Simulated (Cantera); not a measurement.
A perfectly stirred reactor is fed with 8.28 % CH4, 1.24 % C2H6, 19.0 % O2, 71.4 % N2, equivalence ratio 1.1, at 10.0 bar; it is adiabatic with a 550 K inlet, and is followed from long to short residence time, starting on the burning branch (τ in s: 0.34, 0.12, 0.044, 0.016, 0.0057, 0.0021, 0.00074, 0.00027, 9.6e-05).

Cantera simulation using GRI-Mech 3.0 (53 species, 325 reactions); the numbers are that mechanism's predictions, not measurements.

Predict: blow-out, bracketed by the residence times tried; x(CH4) at τ = 0.340 s; x(C2H6) at τ = 0.340 s; x(O2) at τ = 0.340 s; x(N2O) at τ = 0.340 s; x(HCN) at τ = 0.340 s; x(CH4) at τ = 5.70 ms; x(C2H6) at τ = 5.70 ms; x(O2) at τ = 5.70 ms; x(N2O) at τ = 5.70 ms; x(HCN) at τ = 5.70 ms.


```
Property                                                                           Value
------------------------------------------------  --------------------------------------
blow-out, bracketed by the residence times tried  burning at 96.0 µs, the shortest tried
x(CH4) at τ = 0.340 s                                                            3.76e-7
x(C2H6) at τ = 0.340 s                                                           1.91e-9
x(O2) at τ = 0.340 s                                                            0.000393
x(N2O) at τ = 0.340 s                                                            1.29e-7
x(HCN) at τ = 0.340 s                                                            8.85e-8
x(CH4) at τ = 5.70 ms                                                            1.37e-5
x(C2H6) at τ = 5.70 ms                                                           1.07e-7
x(O2) at τ = 5.70 ms                                                            0.000877
x(N2O) at τ = 5.70 ms                                                            1.76e-7
x(HCN) at τ = 5.70 ms                                                            2.51e-6
```
